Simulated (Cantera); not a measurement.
A perfectly stirred reactor is fed with CH₄ : CO : O₂ : N₂ = 1 : 0.031 : 1.12 : 4.21 (molar parts), at 5.30 bar; it is adiabatic with a 400 K inlet, and is followed from long to short residence time, starting on the burning branch (τ in s: 0.035, 0.017, 0.0081, 0.0039, 0.0019, 0.0009, 0.00044, 0.00021, 0.0001, 4.9e-05, 2.3e-05, 1.1e-05, 5.4e-06).

Cantera simulation using GRI-Mech 3.0 (53 species, 325 reactions); the numbers are that mechanism's predictions, not measurements.

### Question
Predict: blow-out, bracketed by the residence times tried; x(CH₄) at τ = 35.0 ms; x(CO) at τ = 35.0 ms; x(O₂) at τ = 35.0 ms; x(H₂O₂) at τ = 35.0 ms; x(C₂H) at τ = 35.0 ms; x(CH₄) at τ = 0.440 ms; x(CO) at τ = 0.440 ms; x(O₂) at τ = 0.440 ms.

### Answer
```json
{
  "blow_out_bracketed_by_the_residence_times_tried": "burning at 1.90 ms, out at 0.900 ms",
  "x(CH₄) at τ = 35.0 ms": "0.0116",
  "x(CO) at τ = 35.0 ms": "0.0831",
  "x(O₂) at τ = 35.0 ms": "0.000806",
  "x(H₂O₂) at τ = 35.0 ms": "1.99e-8",
  "x(C₂H) at τ = 35.0 ms": "7.19e-8",
  "x(CH₄) at τ = 0.440 ms": "0.157",
  "x(CO) at τ = 0.440 ms": "0.00487",
  "x(O₂) at τ = 0.440 ms": "0.176"
}
```
